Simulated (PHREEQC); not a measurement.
Make-up at 25 °C: 0.12 mol HF, 0.014 mol ZnSO4 and 0.013 mol KCl per kg of water. Closed to the air; pH follows from the charge balance.

Equilibrium calculation in PHREEQC: ion-association model, wateq4f.dat.

Question: The ionic strength comes out as 0.0590 mol/kgw. What activity coefficients do ZnCl+, Zn(SO4)2-2, ZnF+, SO4-2, Zn+2 get?

Answer: ZnCl+ 0.81, Zn(SO4)2-2 0.43, ZnF+ 0.81, SO4-2 0.44, Zn+2 0.46.

This is a speciation only: nothing precipitates in the calculation. Complexes and solids missing from the database can't appear. wateq4f.dat counts part of the HF as a dimer, H2F2, which phreeqc.dat doesn't know; its constant is uncertain.
